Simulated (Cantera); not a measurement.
Mixture: 9.46 % CH4, 1.32 % C2H6, 0.435 % C3H8, 23.4 % O2, 65.4 % N2, equivalence ratio 1.1, at 260000 Pa, adiabatic and at constant pressure. Ignition delay is the time to a rise of 400 K.

Computed with Cantera and GRI-Mech 3.0 (53 species, 325 reactions).

### Question
Predict: delay at 1100 K; delay at 1175 K; delay at 1250 K; delay at 1325 K; delay at 1400 K; apparent activation energy between 1250 and 1400 K.

### Answer
* **delay at 1100 K**: 6.97 ms
* **delay at 1175 K**: 2.34 ms
* **delay at 1250 K**: 0.905 ms
* **delay at 1325 K**: 0.386 ms
* **delay at 1400 K**: 0.178 ms
* **apparent activation energy between 1250 and 1400 K**: 160 kJ/mol
